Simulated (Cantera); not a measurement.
Charge: 1 mol CH3OH, 0.062 mol CO2, at 1752 °C and 1.00 mbar.

These are equilibrium values from Cantera (NASA tables, ideal gas, pure condensed phases), not measurements of a reactor. Candidate condensed phases: C, C6H6, C7H8, C8H18, H2O; 110 gas species. Equilibrium is a limit: real reactors are often held back by kinetics, nucleation or transport.

Base state: H2 0.597, CO 0.337, H 0.0470, H2O 0.0175, CO2 0.00211, OH 0.000144 (mole fractions); condensed: gas only.

Question: What changes in the equilibrium state with this change: temperature from 1752 °C to 2427 °C?

Answer: 
```json
[
 {"species": "H", "before": "0.0470", "after": "0.630"},
 {"species": "CO", "before": "0.337", "after": "0.234"},
 {"species": "H2", "before": "0.597", "after": "0.123"},
 {"species": "H2O", "before": "0.0175", "after": "0.00197"},
 {"species": "O", "before": "8.25e-6", "after": "0.00845"},
 {"species": "O2", "before": "1.04e-7", "after": "5.47e-5"}
]
```

Question: What changes in the equilibrium state with this change: CO2 from 0.062 to 0.62 mol?

Answer: 
```json
[
 {"species": "CO", "before": "0.337", "after": "0.408"},
 {"species": "H2", "before": "0.597", "after": "0.386"},
 {"species": "H2O", "before": "0.0175", "after": "0.136"},
 {"species": "CO2", "before": "0.00211", "after": "0.0307"},
 {"species": "H", "before": "0.0470", "after": "0.0378"},
 {"species": "O2", "before": "1.04e-7", "after": "1.49e-5"},
 {"species": "O", "before": "8.25e-6", "after": "9.88e-5"}
]
```
